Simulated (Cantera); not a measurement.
Hydrocarbon pyrolysis for carbon deposition

An isothermal, constant-pressure homogeneous reactor starts with 50.0 % CH4, 50.0 % N2, at 1973 K and 10.00 Torr.

Detailed kinetics in Cantera: GRI-Mech 3.0 (53 species, 325 reactions). GRI-Mech 3.0 stops at C3 and has no aromatics, soot or wall deposition, so with more carbon than oxygen in the feed, carbon stays in small species such as C2H2 where larger ones or solid carbon would form. Radical loss at walls, strong at low pressure, is not modelled.

```json
[
 {"t (s)": "9.00e-5", "x CH4": "0.499", "x C2H2": "4.26e-9", "x H": "1.25e-5", "x C2H6": "5.89e-8", "x CH3": "0.000801", "x CH2": "7.89e-8", "x H2": "0.000397"},
 {"t (s)": "0.000370", "x CH4": "0.496", "x C2H2": "2.14e-6", "x H": "1.72e-5", "x C2H6": "2.76e-6", "x CH3": "0.00329", "x CH2": "1.24e-6", "x H2": "0.00185"},
 {"t (s)": "0.00152", "x CH4": "0.467", "x C2H2": "0.000821", "x H": "0.000109", "x C2H6": "6.10e-5", "x CH3": "0.0125", "x CH2": "1.40e-5", "x H2": "0.0203"},
 {"t (s)": "0.00624", "x CH4": "0.192", "x C2H2": "0.0815", "x H": "0.00136", "x C2H6": "0.000137", "x CH3": "0.0153", "x CH2": "3.53e-5", "x H2": "0.287"},
 {"t (s)": "0.0256", "x CH4": "0.0381", "x C2H2": "0.152", "x H": "0.00243", "x C2H6": "8.55e-6", "x CH3": "0.00392", "x CH2": "1.72e-5", "x H2": "0.457"},
 {"t (s)": "0.105", "x CH4": "0.00435", "x C2H2": "0.164", "x H": "0.00429", "x C2H6": "2.14e-7", "x CH3": "0.000747", "x CH2": "7.41e-6", "x H2": "0.492"},
 {"t (s)": "0.433", "x CH4": "0.000231", "x C2H2": "0.166", "x H": "0.00779", "x C2H6": "1.14e-9", "x CH3": "7.20e-5", "x CH2": "1.43e-6", "x H2": "0.494"},
 {"t (s)": "1.78", "x CH4": "3.66e-5", "x C2H2": "0.166", "x H": "0.00827", "x C2H6": "3.63e-11", "x CH3": "1.21e-5", "x CH2": "2.58e-7", "x H2": "0.494"},
 {"t (s)": "7.30", "x CH4": "2.83e-5", "x C2H2": "0.166", "x H": "0.00827", "x C2H6": "2.41e-11", "x CH3": "9.37e-6", "x CH2": "2.00e-7", "x H2": "0.494"},
 {"t (s)": "30.0", "x CH4": "2.85e-5", "x C2H2": "0.166", "x H": "0.00827", "x C2H6": "2.44e-11", "x CH3": "9.44e-6", "x CH2": "2.01e-7", "x H2": "0.494"}
]
```
x: mole fraction; the columns are a selection and need not sum to one.

Equilibrium at this temperature and pressure: CH4 2.72e-5, C2H2 0.108, H 0.00827, C2H6 2.07e-11, CH3 9.02e-6, CH2 1.92e-7, H2 0.494 (gas phase only).
